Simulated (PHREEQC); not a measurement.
Solution (85 °C): 0.0047 mol/kgw CdCl2 and 0.0015 mol/kgw H3BO3. It is in equilibrium with CO2 at log p = -2 (atm). Otherwise closed; pH follows from the charge balance.

Equilibrium calculation in PHREEQC: ion-association model, wateq4f.dat.

This is a speciation only: nothing precipitates in the calculation.

### Question
Estimate the pH.

### Answer
pH 5.09.

### Question
In which forms is Cd present?

### Answer
Cd+2 64 %, CdCl+ 34 %, CdCl2 1.0 % of the Cd.

Away from 25 °C the constants follow the database's enthalpies or fits; those with neither stay at their 25 °C values.
